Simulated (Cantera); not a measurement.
A perfectly stirred reactor is fed with 6.08 % CH4, 1.52 % CO, 23.1 % O2, 69.3 % N2, at 1.01 bar; it is adiabatic with a 650 K inlet, and is followed from long to short residence time, starting on the burning branch (τ in s: 0.078, 0.032, 0.013, 0.0054, 0.0022, 0.00091, 0.00037, 0.00015, 6.3e-05, 2.6e-05).

Cantera simulation using GRI-Mech 3.0 (53 species, 325 reactions); the numbers are that mechanism's predictions, not measurements.

Problem. Predict: blow-out, bracketed by the residence times tried; x(CH4) at τ = 78.0 ms; x(CO) at τ = 78.0 ms; x(O2) at τ = 78.0 ms; x(CH2) at τ = 78.0 ms; x(CH4) at τ = 0.910 ms; x(CO) at τ = 0.910 ms; x(O2) at τ = 0.910 ms; x(CH2CO) at τ = 0.910 ms; x(CH2) at τ = 0.910 ms.

Solution. 
```json
{
  "blow_out_bracketed_by_the_residence_times_tried": "burning at 63.0 µs, out at 26.0 µs",
  "x(CH4) at τ = 78.0 ms": "4.29e-6",
  "x(CO) at τ = 78.0 ms": "0.000816",
  "x(O2) at τ = 78.0 ms": "0.101",
  "x(CH2) at τ = 78.0 ms": "3.66e-8",
  "x(CH4) at τ = 0.910 ms": "0.000102",
  "x(CO) at τ = 0.910 ms": "0.00817",
  "x(O2) at τ = 0.910 ms": "0.103",
  "x(CH2CO) at τ = 0.910 ms": "1.54e-8",
  "x(CH2) at τ = 0.910 ms": "1.08e-6"
}
```
